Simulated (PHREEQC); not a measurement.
PHREEQC input (Pitzer model, pitzer.dat):

```
SOLUTION 1
  temp 50
  units mol/kgw
  pH 7 charge
  Cl 0.012
  Na 0.054
  S(6) 0.2843
  Mg 0.26
  K 0.0066
END
USE solution 1
INCREMENTAL_REACTIONS false
REACTION 1
  H2O -1
  0 9.886 18.011 24.689 30.178 34.689 38.397 41.444
  43.949 46.007 47.699 49.089 50.232 51.172 51.944 moles
EQUILIBRIUM_PHASES 1
  Arcanite 0 0
  Bischofite 0 0
  Bloedite 0 0
  Brucite 0 0
  Carnallite 0 0
  Epsomite 0 0
  Glaserite 0 0
  Halite 0 0
  Hexahydrite 0 0
  Kainite 0 0
  Kieserite 0 0
  Leonite 0 0
  Mirabilite 0 0
  Misenite 0 0
  Schoenite 0 0
  Sylvite 0 0
  Thenardite 0 0
  MgCl2_4H2O 0 0
SELECTED_OUTPUT 1
  -reset false
  -pH true
  -pe true
  -ionic_strength true
  -water true
  -activities H2O
  -totals Cl K Mg Na S
  -molalities H+ Na+ K+ Mg+2 Cl- SO4-2 OH- HSO4- MgOH+
  -equilibrium_phases Arcanite Bischofite Bloedite Brucite Carnallite Epsomite Glaserite Halite Hexahydrite Kainite
    Kieserite Leonite Mirabilite Misenite Schoenite Sylvite Thenardite MgCl2_4H2O
PRINT
  -reset false
END
```

Selected output (columns that matter, 15 of 15 rows; water left (kg) added in front):

```
water left (kg)	pH	mu	Cl	K	Mg	Na	S	m_H+	m_Na+	m_K+	m_Mg+2	m_Cl-	m_SO4-2	la_H2O
1	6.4804	1.1249	0.012	0.0066	0.26	0.054	0.2843	6.1189e-07	0.054	0.0066	0.26	0.012	0.2843	-0.0027489
0.821894	6.4577	1.3687	0.0146	0.0080302	0.31634	0.065702	0.34591	6.6315e-07	0.065702	0.0080302	0.31634	0.0146	0.34591	-0.0033021
0.675514	6.4318	1.6652	0.017764	0.0097703	0.38489	0.079939	0.42086	7.2153e-07	0.079939	0.0097703	0.38489	0.017764	0.42086	-0.0039701
0.555203	6.4019	2.0261	0.021614	0.011888	0.4683	0.097262	0.51206	7.8771e-07	0.097262	0.011888	0.46829	0.021614	0.51206	-0.0047802
0.456313	6.3673	2.4652	0.026298	0.014464	0.56978	0.11834	0.62304	8.6212e-07	0.11834	0.014464	0.56978	0.026298	0.62303	-0.0057707
0.375043	6.3267	2.9994	0.031996	0.017598	0.69325	0.14398	0.75805	9.4467e-07	0.14398	0.017598	0.69325	0.031996	0.75804	-0.0069986
0.30824	6.2783	3.6494	0.038931	0.021412	0.8435	0.17519	0.92233	1.0344e-06	0.17519	0.021412	0.8435	0.038931	0.92233	-0.0085534
0.253345	6.2199	4.4402	0.047366	0.026051	1.0263	0.21315	1.1222	1.1284e-06	0.21315	0.026051	1.0263	0.047366	1.1222	-0.010577
0.208215	6.1484	5.4026	0.057633	0.031698	1.2487	0.25935	1.3654	1.2212e-06	0.25935	0.031698	1.2487	0.057633	1.3654	-0.013304
0.171138	6.0599	6.573	0.070119	0.038565	1.5192	0.31553	1.6612	1.3025e-06	0.31553	0.038565	1.5192	0.070119	1.6612	-0.01711
0.140655	5.9491	7.9976	0.085315	0.046923	1.8485	0.38392	2.0213	1.3553e-06	0.38392	0.046923	1.8485	0.085315	2.0213	-0.02261
0.115613	5.8098	9.7299	0.10379	0.057087	2.2489	0.46708	2.4591	1.3541e-06	0.46708	0.057087	2.2489	0.10379	2.4591	-0.030785
0.0950203	5.6343	11.838	0.12629	0.069459	2.7363	0.5683	2.992	1.2663e-06	0.5683	0.069459	2.7362	0.12629	2.992	-0.043224
0.0780853	5.4139	14.406	0.15368	0.084523	3.3297	0.69155	3.6409	1.0635e-06	0.69155	0.084523	3.3297	0.15368	3.6409	-0.062465
0.0641769	5.1393	17.528	0.18698	0.10284	4.0513	0.84142	4.4299	7.5176e-07	0.84142	0.10284	4.0513	0.18698	4.4299	-0.092519
```

At this temperature some constants are extrapolated from 25 °C, and those without enthalpy data are left unchanged.
